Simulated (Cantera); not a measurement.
A closed system holds: 1 mol Si, 0.036 mol CO₂, 3 mol N₂, equilibrated at 2098.15 K and 0.00560 bar.

These are equilibrium values from Cantera (NASA tables, ideal gas, pure condensed phases), not measurements of a reactor. Mutual solubility and eutectic melting of coexisting phases are not modelled. The tables' values for SiN are old estimates; treat these amounts as uncertain. The numbers say what is thermodynamically allowed, not how fast it happens.

```json
[
 {"species": "N₂", "before": "0.952", "after": "0.999"},
 {"species": "CO", "before": "0.00781", "after": "0.000879"},
 {"species": "SiO", "before": "0.0150", "after": "0.000271"},
 {"species": "Si", "before": "0.0234", "after": "1.02e-6"},
 {"species": "Si₂C", "before": "0.000949", "after": "2.69e-9"},
 {"species": "Si₂", "before": "0.000303", "after": "<1e-9"},
 {"species": "Si₃", "before": "6.20e-5", "after": "<1e-9"},
 {"species": "Si₂N", "before": "0.000427", "after": "1.23e-8"},
 {"species": "SiN", "before": "0.000355", "after": "7.29e-8"},
 {"species": "Si(l), mol", "before": "0.858", "after": "0"},
 {"species": "SiC(s), mol", "before": "0.00834", "after": "0.0339"},
 {"species": "Si₂N₂O(s), mol", "before": "0", "after": "0.0693"},
 {"species": "Si₃N₄(s), mol", "before": "0", "after": "0.276"}
]
```
Gas species are given as mole fractions.

Q: What was changed between the two runs?
(A) CO₂ from 0.036 to 0.023 mol
(B) pressure from 0.00560 bar to 0.100 bar
(C) temperature from 2098.15 K to 1573.15 K
(D) CO₂ from 0.036 to 0.4 mol

A: C, temperature from 2098.15 K to 1573.15 K
